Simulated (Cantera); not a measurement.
Input (Python, Cantera) and output of one run.

```python
import numpy as np
import cantera as ct

gas_names = [...]  # 118 gases of nasa_gas.yaml made of C, Cl, F, H
cond_names = """
    C(gr) C6H6(L) C7H8(L) C8H18(L),n-octa
""".split()


# ... load() reads the species with a 1 bar reference pressure and builds the phases ...
atoms = {
    'c-C4F8': {'C': 4, 'F': 8},
    'HCl': {'H': 1, 'CL': 1},
    'H2': {'H': 2},
    'CH4': {'C': 1, 'H': 4},
}
top_T = {'C(gr)': 4500}  # K; cautious upper limits of use, not melting points


# ... equilibrate(T, P, feed) seeds the gas with the atoms and calls Mixture.equilibrate('TP', solver="vcs", rtol=1e-11, max_steps=5000) ...
results = []
feed = {'c-C4F8': 1, 'HCl': 0.89, 'H2': 1.6, 'CH4': 0.076}  # mol
T = 1623  # K
P = 5  # Pa
mix = equilibrate(T, P, feed)
results.append((T, P, feed, dict(zip(mix.species_names, mix.species_moles))))
print(gas.report(threshold=0.0001))
for i in range(1, mix.n_phases):
    print(f"{mix.phase(i).name:16s} {mix.phase_moles(i):12.5e} mol")
```

Output:

```
       temperature   1623 K
          pressure   5 Pa
           density   1.1731e-05 kg/m^3
  mean mol. weight   31.661 kg/kmol
   phase of matter   gas

                          1 kg             1 kmol
                     ---------------   ---------------
          enthalpy        -7.876e+06       -2.4937e+08  J
   internal energy       -8.3023e+06       -2.6286e+08  J
           entropy             10649        3.3717e+05  J/K
    Gibbs function        -2.516e+07       -7.9659e+08  J
 heat capacity c_p            1290.4             40857  J/K
 heat capacity c_v            1027.8             32542  J/K

                      mass frac. Y      mole frac. X     chem. pot. / RT
                     ---------------   ---------------   ---------------
               CF2          0.019013          0.012038           -61.785
               CF3        0.00071264        0.00032697           -91.508
               CF4           0.37204           0.13385           -121.23
                CL           0.15773           0.14087           -25.111
                 F         0.0082461          0.013742           -29.723
               HCL        0.00065278        0.00056689           -49.863
                HF           0.44137            0.6985           -54.474
     [ +111 minor]        0.00023527        0.00010223

C(gr)             3.15682e+00 mol
```

Cantera equilibrium calculation (NASA polynomials, part measured and part estimated; ideal gas, pure solids and liquids). The feed counts by its element totals alone. Gases not in the tables: C2F6 and larger saturated fluorocarbons.
